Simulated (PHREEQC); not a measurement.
PHREEQC input (ion-association model, phreeqc.dat):

```
SOLUTION 0
  temp 25
  units mmol/kgw
  pH 7 charge
  Cl 2.21
  Zn 1.1
  O(0) 1 O2(g) -0.68
SOLUTION 1-40
  temp 25
  units mmol/kgw
  pH 7 charge
  Cl 26.41
  Ca 2.2
  Cd 11
  O(0) 1 O2(g) -0.68
END
EXCHANGE 1-40
  X 0.0031
  -equilibrate 1
END
SELECTED_OUTPUT 1
  -reset false
  -pH true
  -pe true
  -ionic_strength true
  -water true
  -step true
  -totals Ca Cd Cl Zn
  -molalities CdX2 CaX2 ZnX2
  -saturation_indices Zn(OH)2(e) Cd(OH)2
PRINT
  -reset false
TRANSPORT
  -cells 40
  -shifts 198
  -lengths 0.0125
  -time_step 3600
  -dispersivities 0.025
  -boundary_conditions flux flux
  -correct_disp true
  -punch_cells 40
  -punch_frequency 6
END
```

Selected output (columns that matter, 25 of 34 rows; pore volumes added in front):

```
pore volumes	pH	mu	Ca	Cd	Cl	Zn	m_CdX2	m_CaX2	m_ZnX2	si_Zn(OH)2(e)	si_Cd(OH)2
0	5.0465	0.027795	0.0022	0.011	0.02641	0	0.0010929	0.00045711	0	-1000	-6.111
0.1625	5.0465	0.027795	0.0022	0.011	0.02641	6.8046e-19	0.0010929	0.00045711	1.3725e-19	-19.855	-6.111
0.4625	5.0465	0.027622	0.0021874	0.010911	0.02621	1.1529e-06	0.0010929	0.0004569	2.338e-07	-7.625	-6.1127
0.6125	5.0462	0.026212	0.0020791	0.010198	0.024594	1.542e-05	0.0010927	0.00045398	3.273e-06	-6.4933	-6.127
0.9125	5.043	0.017962	0.0014101	0.0063007	0.015652	0.0001103	0.0010903	0.00042697	3.2714e-05	-5.6049	-6.2381
1.0625	5.0397	0.013284	0.0010276	0.0043147	0.011001	0.00015298	0.0010833	0.00040704	5.9625e-05	-5.4409	-6.3366
1.2125	5.0357	0.009524	0.00072291	0.002853	0.0075156	0.0001769	0.0010686	0.0003877	9.3732e-05	-5.3578	-6.4549
1.5125	5.0286	0.0052217	0.0003757	0.0013438	0.0038512	0.00020104	0.0010087	0.00035352	0.00018781	-5.2744	-6.6969
1.6625	5.0263	0.0042471	0.0002936	0.0010161	0.0030735	0.00022204	0.00096108	0.00033619	0.00025273	-5.2238	-6.7958
1.8125	5.0247	0.0037125	0.00024333	0.00082066	0.0026529	0.00025746	0.00090011	0.00031665	0.00033325	-5.1553	-6.8756
2.1125	5.023	0.0033006	0.00018476	0.00059542	0.0023204	0.000375	0.00074027	0.00026812	0.00054161	-4.9891	-7.0051
2.2625	5.0225	0.0032416	0.00016289	0.0005124	0.002264	0.00045172	0.00064806	0.00023986	0.00066207	-4.9083	-7.0693
2.4125	5.0222	0.0032213	0.00014249	0.00043669	0.0022362	0.00053391	0.00055456	0.00021047	0.00078497	-4.8362	-7.1388
2.7125	5.0216	0.0032272	0.00010483	0.00030347	0.002216	0.00069472	0.00038256	0.00015369	0.0010138	-4.7232	-7.2981
2.8625	5.0213	0.0032375	8.8055e-05	0.00024732	0.0022129	0.00076606	0.00030998	0.00012838	0.0011116	-4.6814	-7.3877
3.1625	5.0209	0.0032581	5.988e-05	0.00015804	0.0022106	0.0008824	0.00019599	8.6425e-05	0.0012676	-4.6211	-7.5835
3.3125	5.0208	0.0032666	4.8615e-05	0.00012433	0.0022103	0.0009272	0.00015353	6.9884e-05	0.0013266	-4.6	-7.6882
3.4625	5.0206	0.0032738	3.9132e-05	9.6963e-05	0.0022101	0.00096398	0.00011931	5.6065e-05	0.0013746	-4.5834	-7.7966
3.7625	5.0205	0.0032842	2.4821e-05	5.7738e-05	0.00221	0.0010175	7.0686e-05	3.5391e-05	0.0014439	-4.5605	-8.0224
3.9125	5.0204	0.0032878	1.9595e-05	4.4172e-05	0.00221	0.0010362	5.3982e-05	2.7894e-05	0.0014681	-4.5527	-8.139
4.2125	5.0203	0.0032928	1.2046e-05	2.5508e-05	0.00221	0.0010624	3.1098e-05	1.7107e-05	0.0015018	-4.5421	-8.3777
4.3625	5.0203	0.0032945	9.3897e-06	1.9277e-05	0.00221	0.0010713	2.3482e-05	1.3325e-05	0.0015132	-4.5386	-8.4995
4.5125	5.0203	0.0032958	7.2957e-06	1.4523e-05	0.00221	0.0010782	1.7679e-05	1.0348e-05	0.001522	-4.5359	-8.6226
4.8125	5.0202	0.0032975	4.3681e-06	8.1783e-06	0.00221	0.0010875	9.9478e-06	6.1905e-06	0.0015339	-4.5323	-8.872
4.9625	5.0202	0.003298	3.368e-06	6.1168e-06	0.00221	0.0010905	7.4383e-06	4.7719e-06	0.0015378	-4.5311	-8.9982
```

Complexes and solids missing from the database can't appear.
